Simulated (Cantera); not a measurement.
**NO annealing gas**

An isothermal, constant-pressure homogeneous reactor starts with NO : N2 = 1 : 11 (molar parts), at 1975 K and 1.00 atm.

Model: GRI-Mech 3.0 (53 species, 325 reactions), integrated in Cantera.

| t (s) | x NO | x N2 | x O2 | x O | x NO2 | x N2O |
|---|---|---|---|---|---|---|
| 2.00e-6 | 0.0833 | 0.917 | 1.54e-12 | 1.35e-8 | 1.02e-10 | 1.36e-8 |
| 1.00e-5 | 0.0833 | 0.917 | 3.80e-11 | 6.64e-8 | 2.44e-9 | 6.75e-8 |
| 5.03e-5 | 0.0833 | 0.917 | 9.10e-10 | 3.09e-7 | 4.94e-8 | 3.25e-7 |
| 0.000252 | 0.0833 | 0.917 | 2.28e-8 | 1.47e-6 | 6.12e-7 | 1.34e-6 |
| 0.00126 | 0.0833 | 0.917 | 9.95e-7 | 8.56e-6 | 4.71e-6 | 3.09e-6 |
| 0.00633 | 0.0832 | 0.917 | 3.52e-5 | 2.13e-5 | 1.22e-5 | 3.33e-6 |
| 0.0317 | 0.0827 | 0.917 | 0.000268 | 2.31e-5 | 1.32e-5 | 3.30e-6 |
| 0.159 | 0.0803 | 0.918 | 0.00146 | 2.98e-5 | 1.67e-5 | 3.11e-6 |
| 0.798 | 0.0682 | 0.924 | 0.00751 | 5.16e-5 | 2.49e-5 | 2.28e-6 |
| 4.00 | 0.0278 | 0.944 | 0.0277 | 9.25e-5 | 1.84e-5 | 5.30e-7 |
x: mole fraction; the columns are a selection and need not sum to one.

Equilibrium at this temperature and pressure: NO 0.00344, N2 0.957, O2 0.0399, O 0.000110, NO2 2.71e-6, N2O 2.15e-7 (gas phase only).
